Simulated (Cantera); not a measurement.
Charge: 1 mol Fe3O4, 1.3 mol H2, 0.036 mol H2O, held at 1.00 bar.

Method: chemical equilibrium by Gibbs-energy minimisation in Cantera with the NASA 1993 tables (ideal gas, pure condensed phases). Candidate condensed phases: Fe, FeO, Fe(OH)2, Fe(OH)3, Fe2O3, Fe3O4, H2O; 12 gas species. The tables' stoichiometric FeO is somewhat more stable than real wüstite, so its field is too wide. FeO: taken at fixed stoichiometry. The numbers say what is thermodynamically allowed, not how fast it happens.

x: gas mole fraction; n: condensed amount in mol.

```tsv
T (°C)	x H2O	x H2	x H	x Fe(OH)2	n FeO(s)	n FeO(l)
1327	0.775	0.225	(withheld)	2.95e-5	3.00	0
1377	0.775	0.225	(withheld)	4.43e-5	0	3.00
1427	0.775	0.225	(withheld)	6.15e-5	0	3.00
1477	0.775	0.224	(withheld)	8.37e-5	0	3.00
1527	0.775	0.224	(withheld)	0.000112	0	3.00
1577	0.775	0.224	(withheld)	0.000147	0	3.00
1627	0.775	0.224	(withheld)	0.000190	0	3.00
1677	0.775	0.224	(withheld)	0.000243	0	3.00
1727	0.774	0.224	(withheld)	0.000306	0	3.00
```

Problem. Complete the blanks.

Solution. 
- 1327, x H: 2.58e-5
- 1377, x H: 4.30e-5
- 1427, x H: 6.98e-5
- 1477, x H: 0.000110
- 1527, x H: 0.000170
- 1577, x H: 0.000255
- 1627, x H: 0.000376
- 1677, x H: 0.000543
- 1727, x H: 0.000770
